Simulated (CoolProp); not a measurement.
Properties of ethanol along the isobar 14 MPa (Tc = 241.6 °C, pc = 6.268 MPa, ω = 0.644).

The numbers come from the reference Helmholtz-energy equation of state, Schroeder 2014 in CoolProp.

```csv
T (°C),phase,density (kg/m³),isothermal compressibility (1/MPa)
-26.95,liquid,838.3,…
-19.25,liquid,…,…
-11.45,liquid,825.9,0.0008018
-3.65,liquid,819.7,0.0008382
4.15,liquid,813.5,…
11.85,liquid,807.4,0.0009157
19.65,liquid,801.2,0.0009576
27.45,liquid,794.9,…
35.15,liquid,788.8,0.001048
```

Question: What belongs in the gaps?

Answer: 
- -26.95, isothermal compressibility (1/MPa): 0.0007337
- -19.25, density (kg/m³): 832.1
- -19.25, isothermal compressibility (1/MPa): 0.0007668
- 4.15, isothermal compressibility (1/MPa): 0.0008763
- 27.45, isothermal compressibility (1/MPa): 0.001002
